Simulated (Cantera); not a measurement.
A Cantera script and its output.

```python
import numpy as np
import cantera as ct

surf = ct.Interface("diamond.yaml", "diamond_100")
gas, bulk = surf.adjacent["gas"], surf.adjacent["diamond"]
k = surf.kinetics_species_index(bulk.species_names[0])
cover = ["c6HH", "c6H*", "c6*H", "c6**", "c6HM", "c6B"]

rows, drift = [], 0.0
print(f"{'xH':>10s}{'um/h':>11s}" + "".join(f"{s:>11s}" for s in cover))
for v in [0.0001, 0.0002, 0.00038, 0.00075, 0.0015, 0.0028, 0.0056, 0.011, 0.021]:
    T, P, xH, xCH3 = 1173, 2300, v, 0.00043
    gas.TPX = T, P, {"H": xH, "CH3": xCH3, "CH4": 0.013, "H2": 1 - xH - xCH3 - 0.013}
    surf.TP = bulk.TP = T, P
    surf.coverages = "c6H*:0.1, c6HH:0.9"
    surf.advance_coverages(100.0)
    before = surf.coverages
    surf.advance_coverages(100.0)
    drift = max(drift, np.max(np.abs(surf.coverages - before) / (surf.coverages + 1e-9)))
    rate = surf.net_production_rates[k] * bulk.mean_molecular_weight / bulk.density * 3.6e9
    rows.append([rate, *surf[cover].coverages])
    print(f"{v:10.4g}{rate:11.4e}" + "".join(f"{x:11.3e}" for x in rows[-1][1:]))
```

Result:

```
        xH       um/h       c6HH       c6H*       c6*H       c6**       c6HM        c6B
    0.0001 1.1308e-01  6.038e-01  2.614e-02  3.533e-01  4.304e-03  3.526e-03  3.069e-10
    0.0002 2.3993e-01  5.409e-01  3.012e-02  4.070e-01  8.097e-03  4.363e-03  6.511e-10
   0.00038 4.2427e-01  5.032e-01  3.241e-02  4.380e-01  1.256e-02  5.043e-03  1.151e-09
   0.00075 7.1054e-01  4.793e-01  3.379e-02  4.565e-01  1.735e-02  5.578e-03  1.928e-09
    0.0015 1.1517e+00  4.658e-01  3.452e-02  4.664e-01  2.130e-02  5.819e-03  3.125e-09
    0.0028 1.7634e+00  4.594e-01  3.489e-02  4.712e-01  2.375e-02  5.702e-03  4.785e-09
    0.0056 2.7926e+00  4.559e-01  3.513e-02  4.744e-01  2.543e-02  5.160e-03  7.578e-09
     0.011 4.1791e+00  4.546e-01  3.531e-02  4.764e-01  2.638e-02  4.248e-03  1.134e-08
     0.021 5.7103e+00  4.544e-01  3.548e-02  4.779e-01  2.690e-02  3.171e-03  1.550e-08
```

Cantera simulation using the Harris–Goodwin 1993 mechanism for the reconstructed diamond (100) surface; the numbers are that mechanism's predictions, not measurements.
